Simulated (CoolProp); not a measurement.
The fluid at 242.36 K and 0.187 MPa is compressed adiabatically to 0.608 MPa with isentropic efficiency 0.6. The same conditions are run with several fluids, on thermodynamics alone (safety and materials aside).

Computed with CoolProp (reference Helmholtz-energy equation of state of each fluid (CH2F2 (R32): Tillner-Roth 1997; oxygen: Schmidt 1985; ethylene: Smukala 2000; hydrogen sulfide: Lemmon 2006; CH3F (R41): Lemmon 2006)).

| fluid | work (kJ/kg) | final temperature (K) | final density (kg/m³) |
|---|---|---|---|
| CH2F2 (R32) | 81.0 | 342.1 | 11.7 |
| oxygen | 147 | 401.3 | 5.83 |
| ethylene | 156 | 347.1 | 6.04 |
| hydrogen sulfide | 131 | 373.6 | 6.83 |
| CH3F (R41) | 129 | 359.4 | 7.12 |

Above 300 K oxygen's equation is extrapolated.
